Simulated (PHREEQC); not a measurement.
Synthetic water in mg/L, 32 °C, pH 6.96, pe 8.8:

```tsv
constituent	mg/L
Na	11.3
K	47
Ca	5.92
Mg	8.02
Cl	18.8
S(6) as SO4	23.9
Alkalinity as HCO3	102
F	0.158
```

Na is adjusted to close the charge balance.
Valence states are taken as typed.

All values are PHREEQC results (ion-association model, wateq4f.dat), not measurements.

Task: The ionic strength comes out as 0.00335 mol/kgw. What activity coefficients do SO4-2, Ca+2, Cl-, K+, MgHCO3+ get?

Result: SO4-2 0.78, Ca+2 0.78, Cl- 0.94, K+ 0.94, MgHCO3+ 0.94.

This is a speciation only: nothing precipitates in the calculation.
